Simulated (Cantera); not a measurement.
An adiabatic, constant-pressure homogeneous reactor starts with C₃H₈ : O₂ : N₂ = 1 : 2.27 : 8.55 (molar parts), equivalence ratio 2.2, at 1425 K and 0.987 atm. Integrator tolerance rtol = 1e-08.

Cantera simulation using GRI-Mech 3.0 (53 species, 325 reactions); the numbers are that mechanism's predictions, not measurements. GRI-Mech 3.0 was tuned for natural gas; its chemistry of propane as a main component is partial and can be far from experiment.

### Question
What does this change do: 0.94 parts CO2 added?

### Answer
| quantity | before | after |
|---|---|---|
| time of steepest temperature rise | 0.199 ms | 0.213 ms |
| temperature at 2.00 s | 2422 K | 2329 K |
| equilibrium temperature | 2422 K | 2329 K |
| x(C₃H₈) at 2.00 s | <1e-12 (gas-phase equilibrium <1e-12) | <1e-12 (gas-phase equilibrium <1e-12) |
| x(O₂) at 2.00 s | 3.97e-6 (gas-phase equilibrium 3.97e-6) | 5.30e-6 (gas-phase equilibrium 5.30e-6) |
| x(OH) at 2.00 s | 0.000677 (gas-phase equilibrium 0.000677) | 0.000624 (gas-phase equilibrium 0.000624) |
| x(NO₂) at 2.00 s | 3.04e-10 (gas-phase equilibrium 3.04e-10) | 3.68e-10 (gas-phase equilibrium 3.68e-10) |
| x(CH₃) at 2.00 s | 3.63e-11 (gas-phase equilibrium 4.05e-11) | 1.38e-11 (gas-phase equilibrium 1.54e-11) |
| x(CO) at 2.00 s | 0.177 (gas-phase equilibrium 0.177) | 0.205 (gas-phase equilibrium 0.205) |
| x(C₂H) at 2.00 s | <1e-12 (gas-phase equilibrium <1e-12) | <1e-12 (gas-phase equilibrium <1e-12) |

### Question
What does this change do: C3H8 1 to 0.8 parts?

### Answer
```
quantity                                                              before                                      after
---------------------------------  -----------------------------------------  -----------------------------------------
time of steepest temperature rise                                   0.199 ms                                   0.191 ms
temperature at 2.00 s                                                 2422 K                                     2623 K
equilibrium temperature                                               2422 K                                     2623 K
x(C₃H₈) at 2.00 s                      <1e-12 (gas-phase equilibrium <1e-12)      <1e-12 (gas-phase equilibrium <1e-12)
x(O₂) at 2.00 s                      3.97e-6 (gas-phase equilibrium 3.97e-6)  0.000166 (gas-phase equilibrium 0.000166)
x(OH) at 2.00 s                    0.000677 (gas-phase equilibrium 0.000677)    0.00381 (gas-phase equilibrium 0.00381)
x(NO₂) at 2.00 s                   3.04e-10 (gas-phase equilibrium 3.04e-10)    1.53e-8 (gas-phase equilibrium 1.53e-8)
x(CH₃) at 2.00 s                   3.63e-11 (gas-phase equilibrium 4.05e-11)  5.12e-12 (gas-phase equilibrium 5.80e-12)
x(CO) at 2.00 s                          0.177 (gas-phase equilibrium 0.177)        0.142 (gas-phase equilibrium 0.142)
x(C₂H) at 2.00 s                       <1e-12 (gas-phase equilibrium <1e-12)      <1e-12 (gas-phase equilibrium <1e-12)
```
